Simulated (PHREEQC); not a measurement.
**Sulfide liquor: speciation**

Make-up at 20 °C: 0.043 mol H2S, 8.6e-05 mol NaHCO3 and 7.1e-05 mol FeCl2 per kg of water. Closed to the air; pH follows from the charge balance.

Model: ion-association model, wateq4f.dat, run in PHREEQC.

Each row changes one thing in this solution. No solid was allowed to form.

| case | pH | ionic strength (mol/kgw) | Fe+2 (mol/kgw) | FeCl+ (mol/kgw) |
|---|---|---|---|---|
| as made | 4.13 | 0.000219 | 1.93e-5 | 3.55e-9 |
| NaHCO3 left out | 3.95 | 0.000213 | 3.28e-5 | 6.02e-9 |
| temperature from 20 to 15 °C | 4.17 | 0.000218 | 2.13e-5 | 3.90e-9 |
| FeCl2 from 7.1e-05 to 1.42e-05 mol/kgw | 4.38 | 0.000133 | 1.48e-6 | 5.49e-11 |
| H2S left out | 7.91 | 0.000295 | 6.89e-5 | 1.25e-8 |

Some of these states are supersaturated (in Siderite, for instance). The polysulfide entries of wateq4f.dat were taken out for this run.
